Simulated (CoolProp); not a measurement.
Values from CoolProp's reference Helmholtz-energy equation of state, Bücker 2006.

Problem. Give the vapour pressure (bar), liquid density (kg/m³), vapour density (kg/m³), enthalpy of vaporisation (kJ/kg) of saturated n-butane at 210.3 K.

Solution. 
| T (K) | p (bar) | liquid density (kg/m³) | vapour density (kg/m³) | enthalpy of vaporisation (kJ/kg) |
|---|---|---|---|---|
| 210.3 | 0.0413 | 664 | 0.138 | 436 |
